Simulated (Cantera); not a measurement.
Charge: 1 mol B2H6, 1 mol H2, held at 2175 K.

Cantera equilibrium calculation (NASA polynomials, part measured and part estimated; ideal gas, pure solids and liquids). Candidate condensed phases: B; 7 gas species. The feed counts by its element totals alone. The tables' values for BH2 are old estimates; treat these amounts as uncertain. Gases not in the tables: B2H6 and higher boranes. Kinetics and transport are ignored.

log p: log10 of the partial pressure in bar; n: condensed amount in mol.

```json
[
 {"P (Pa)": "10", "log p H2": "-4.22", "log p H": "-4.42", "log p B": "-5.71", "log p BH2": "-7.15", "log p BH": "-7.72", "log p BH3": "-10.60", "n B(s)": "1.90"},
 {"P (Pa)": "37", "log p H2": "-3.54", "log p H": "-4.08", "log p B": "-5.71", "log p BH2": "-6.47", "log p BH": "-7.38", "log p BH3": "-9.58", "n B(s)": "1.97"},
 {"P (Pa)": "140", "log p H2": "…", "log p H": "…", "log p B": "-5.71", "log p BH2": "-5.84", "log p BH": "…", "log p BH3": "…", "n B(s)": "1.99"},
 {"P (Pa)": "520", "log p H2": "-2.31", "log p H": "-3.47", "log p B": "-5.71", "log p BH2": "-5.24", "log p BH": "-6.77", "log p BH3": "-7.74", "n B(s)": "1.99"},
 {"P (Pa)": "1900", "log p H2": "-1.74", "log p H": "-3.18", "log p B": "-5.71", "log p BH2": "-4.67", "log p BH": "-6.48", "log p BH3": "-6.87", "n B(s)": "1.99"},
 {"P (Pa)": "7200", "log p H2": "…", "log p H": "…", "log p B": "-5.71", "log p BH2": "-4.08", "log p BH": "…", "log p BH3": "…", "n B(s)": "2.00"},
 {"P (Pa)": "27000", "log p H2": "-0.57", "log p H": "-2.60", "log p B": "-5.71", "log p BH2": "-3.50", "log p BH": "-5.90", "log p BH3": "-5.13", "n B(s)": "2.00"},
 {"P (Pa)": "100000", "log p H2": "0.00", "log p H": "-2.31", "log p B": "-5.71", "log p BH2": "-2.93", "log p BH": "-5.61", "log p BH3": "-4.27", "n B(s)": "2.00"}
]
```

Q: Fill in the missing entries.

A: 
- 140, log p H2: -2.91
- 140, log p H: -3.77
- 140, log p BH: -7.07
- 140, log p BH3: -8.63
- 7200, log p H2: -1.15
- 7200, log p H: -2.89
- 7200, log p BH: -6.19
- 7200, log p BH3: -5.99
